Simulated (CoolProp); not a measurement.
Vapour-liquid equilibrium of carbon dioxide (1) + R22 (2) at 277.5 K; x and y are mole fractions of (1).

Computed with CoolProp (multi-fluid Helmholtz-energy mixture model, Span 1996 and Kamei 1995; pair parameters Bell 2016).

```csv
x,"bubble pressure, mixture model (bar)","bubble pressure, Raoult's law (bar)","y, mixture model","y, Raoult's law"
0.05,(withheld),7.389,0.187,0.264
0.125,(withheld),9.888,0.389,0.494
0.2,10.70,12.39,0.530,0.630
0.275,(withheld),14.88,0.632,0.721
0.35,15.07,17.38,0.709,0.786
0.425,17.42,19.88,(withheld),0.834
0.5,19.86,22.38,0.815,0.872
0.575,22.39,24.88,0.854,0.902
0.65,25.01,27.38,0.887,0.927
0.725,(withheld),29.88,0.915,0.947
0.8,30.57,32.38,0.940,0.965
0.875,33.56,34.87,0.963,0.979
0.95,36.76,37.37,0.985,0.992
```

Task: Some entries are withheld; supply them.

Result: 
- 0.05, bubble pressure, mixture model (bar): 6.858
- 0.125, bubble pressure, mixture model (bar): 8.700
- 0.275, bubble pressure, mixture model (bar): 12.83
- 0.425, y, mixture model: 0.768
- 0.725, bubble pressure, mixture model (bar): 27.73

The largest gap from Raoult's law is -13.8 % in bubble pressure, at x = 0.275. No azeotrope shows between x = 0.05 and 0.95.

Pair parameters are fitted to limited data, so mixtures are less certain than the pure fluids.
